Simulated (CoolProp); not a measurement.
Vapour-liquid equilibrium of n-hexane (1) + p-xylene (2) at 454.2 K; x and y are mole fractions of (1).

Model: multi-fluid Helmholtz-energy mixture model, Thol 2019 and Zhou 2012; pair parameters Bell 2016, in CoolProp.

```
x     bubble pressure (bar)  y at the bubble point  dew pressure at overall composition x (bar)  liquid density (mol/L)
----  ---------------------  ---------------------  -------------------------------------------  ----------------------
0.05                  3.380                  0.194                                        2.937                   6.631
0.2                   5.012                  0.511                                        3.402                   6.498
0.35                      ?                  0.672                                        4.033                   6.353
0.5                   8.023                  0.776                                        4.930                       ?
0.65                  9.492                  0.853                                        6.285                       ?
0.8                   11.01                  0.918                                        8.444                   5.810
0.95                  12.66                  0.980                                        11.84                       ?
```

Problem. What belongs in the gaps?

Solution. 
- 0.35, bubble pressure (bar): 6.546
- 0.5, liquid density (mol/L): 6.192
- 0.65, liquid density (mol/L): 6.013
- 0.95, liquid density (mol/L): 5.574

No azeotrope shows between x = 0.05 and 0.95.

The pair parameters rest on a limited set of measurements; away from them the model extrapolates. The gap from Raoult's law changes sign with composition, which may be real or a fault of the pair parameters; it wasn't checked against measurements.
